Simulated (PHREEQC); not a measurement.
## Metal-bearing waste water (model solution)

Dissolve 110 mmol/kgw CdCl2, 31 mmol/kgw CuCl2 and 120 mmol/kgw H2SO4 at 25 °C. Closed to the air; pH follows from the charge balance.

All values are PHREEQC results (ion-association model, wateq4f.dat), not measurements.

Each row changes one thing in this solution. This is a speciation only: nothing precipitates in the calculation.

```
case                                            pH  ionic strength (mol/kgw)  Cl- (mol/kgw)  Cu+2 (mol/kgw)  CuCl+ (mol/kgw)  CuCl2 (mol/kgw)  SI of Tenorite (CuO)  SI of Cu(OH)2 (Cu(OH)2)
--------------------------------------------  ----  ------------------------  -------------  --------------  ---------------  ---------------  --------------------  -----------------------
as made                                       0.92                     0.359          0.167          0.0224          0.00274         0.000102                 -8.00                    -9.02
CuCl2 from 0.031 to 0.0279 mol/kgw            0.92                     0.353          0.163          0.0202          0.00241          8.78e-5                 -8.04                    -9.06
0.007 mol/kgw Na2SO4 added                    0.93                     0.370          0.168          0.0222          0.00270         0.000100                 -7.98                    -9.01
H2SO4 from 0.12 to 0.06 mol/kgw               1.17                     0.285          0.164          0.0231          0.00297         0.000116                 -7.44                    -8.47
CdCl2 replaced by AlCl3 at the same molality  0.84                     0.667          0.386          0.0231          0.00546         0.000381                 -8.22                    -9.24
H2SO4 left out                                4.56                     0.201          0.156          0.0271          0.00369         0.000151                 -0.56                    -1.58
```

Complexes and solids missing from the database can't appear. Some of these states are supersaturated (in Atacamite, for instance).
